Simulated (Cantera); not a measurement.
## Low-pressure radical oxidation in H2/O2

An isothermal, constant-pressure homogeneous reactor starts with H2 : O2 : N2 = 0.03 : 1 : 0.021 (molar parts), equivalence ratio 0.015, at 1050 K and 0.0267 bar.

Computed with Cantera and GRI-Mech 3.0 (53 species, 325 reactions). Radical loss at walls, strong at low pressure, is not modelled.

```json
[
 {"t (s)": "0.000100", "x H2": "0.0285", "x O2": "0.951", "x H2O": "4.90e-11", "x H2O2": "<1e-12", "x HO2": "1.96e-10", "x OH": "9.53e-11", "x O": "1.23e-10"},
 {"t (s)": "0.000215", "x H2": "0.0285", "x O2": "0.951", "x H2O": "3.51e-10", "x H2O2": "<1e-12", "x HO2": "4.27e-10", "x OH": "3.18e-10", "x O": "4.89e-10"},
 {"t (s)": "0.000464", "x H2": "0.0285", "x O2": "0.951", "x H2O": "3.03e-9", "x H2O2": "<1e-12", "x HO2": "9.60e-10", "x OH": "1.56e-9", "x O": "2.76e-9"},
 {"t (s)": "0.00100", "x H2": "0.0285", "x O2": "0.951", "x H2O": "6.75e-8", "x H2O2": "1.24e-12", "x HO2": "3.13e-9", "x OH": "2.71e-8", "x O": "4.98e-8"},
 {"t (s)": "0.00215", "x H2": "0.0285", "x O2": "0.951", "x H2O": "2.70e-5", "x H2O2": "1.18e-10", "x HO2": "4.60e-7", "x OH": "1.05e-5", "x O": "1.94e-5"},
 {"t (s)": "0.00464", "x H2": "0.00248", "x O2": "0.935", "x H2O": "0.0226", "x H2O2": "3.53e-7", "x HO2": "9.55e-6", "x OH": "0.00216", "x O": "0.0124"},
 {"t (s)": "0.0100", "x H2": "0.000242", "x O2": "0.942", "x H2O": "0.0274", "x H2O2": "1.20e-7", "x HO2": "6.51e-6", "x OH": "0.000892", "x O": "0.00842"},
 {"t (s)": "0.0215", "x H2": "8.63e-5", "x O2": "0.947", "x H2O": "0.0284", "x H2O2": "1.08e-7", "x HO2": "4.44e-6", "x OH": "0.000522", "x O": "0.00329"},
 {"t (s)": "0.0464", "x H2": "2.43e-5", "x O2": "0.950", "x H2O": "0.0288", "x H2O2": "9.31e-8", "x HO2": "2.46e-6", "x OH": "0.000275", "x O": "0.000961"},
 {"t (s)": "0.100", "x H2": "5.78e-6", "x O2": "0.950", "x H2O": "0.0289", "x H2O2": "6.92e-8", "x HO2": "1.11e-6", "x OH": "0.000137", "x O": "0.000240"},
 {"t (s)": "0.215", "x H2": "1.32e-6", "x O2": "0.951", "x H2O": "0.0289", "x H2O2": "4.28e-8", "x HO2": "4.22e-7", "x OH": "6.80e-5", "x O": "5.83e-5"},
 {"t (s)": "0.464", "x H2": "3.21e-7", "x O2": "0.951", "x H2O": "0.0289", "x H2O2": "2.25e-8", "x HO2": "1.46e-7", "x OH": "3.49e-5", "x O": "1.52e-5"},
 {"t (s)": "1.00", "x H2": "8.74e-8", "x O2": "0.951", "x H2O": "0.0289", "x H2O2": "1.06e-8", "x HO2": "5.05e-8", "x OH": "1.89e-5", "x O": "4.43e-6"}
]
```
x: mole fraction; the columns are a selection and need not sum to one.

Equilibrium at this temperature and pressure: H2 6.62e-11, O2 0.951, H2O 0.0290, H2O2 2.39e-11, HO2 1.35e-9, OH 5.68e-7, O 4.02e-9 (gas phase only).
